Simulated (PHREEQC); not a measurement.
Make-up at 25 °C: 0.41 mol KBr per kg of water. Closed to the air; pH follows from the charge balance.

Equilibrium calculation in PHREEQC: Pitzer model, pitzer.dat.

No solid was allowed to form.

Question: Predict the activity of water.

Answer: activity of water 0.987.

Complexes and solids missing from the database can't appear.
